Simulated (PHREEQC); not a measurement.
Dissolve 150 mmol/kgw Pb(NO3)2, 7.2 mmol/kgw KNO3 and 0.091 mmol/kgw Zn(NO3)2 at 20 °C. Closed to the air; pH follows from the charge balance.

Model: ion-association model, phreeqc.dat, run in PHREEQC.

Precipitation was switched off in this run.

### Question
Estimate the pH.

### Answer
pH 4.24.

### Question
In which forms is N present?

### Answer
NO3- 77 %, PbNO3+ 23 % of the N.
